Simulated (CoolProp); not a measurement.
A single-stage vapour-compression cycle with R13: evaporating at 202.15 K (dew point), condensing at 229.15 K (bubble point), superheat 2 K, subcooling 2 K, compressor efficiency 0.8, no pressure losses. Each further row changes one setting.

The numbers come from the reference Helmholtz-energy equation of state, Platzer 1990 in CoolProp. This equation is an older, rougher fit; its heat capacities, sound speeds and derivatives of the liquid may be far off and weren't checked against measurements.

| case | cooling COP | pressure ratio | discharge temperature (K) | refrigerating effect (kJ/kg) | volumetric capacity (kJ/m³) |
|---|---|---|---|---|---|
| as stated | … | 3.06 | 251.3 | 122 | 1360 |
| evaporating temperature 207.15 K | … | … | … | 124 | 1720 |
| condensing temperature 224.15 K | 6.68 | 2.54 | 243.2 | 127 | 1420 |
| subcooling 7 K | … | 3.06 | 251.3 | 127 | 1420 |
| superheat 12 K | 5.24 | 3.06 | … | 127 | 1340 |
| compressor efficiency 0.7 | 4.64 | 3.06 | 256.4 | 122 | 1360 |

### Question
Fill in the missing entries.

### Answer

- as stated, cooling COP: 5.31
- evaporating temperature 207.15 K, cooling COP: 6.82
- evaporating temperature 207.15 K, pressure ratio: 2.43
- evaporating temperature 207.15 K, discharge temperature (K): 246.9
- subcooling 7 K, cooling COP: 5.52
- superheat 12 K, discharge temperature (K): 262.0
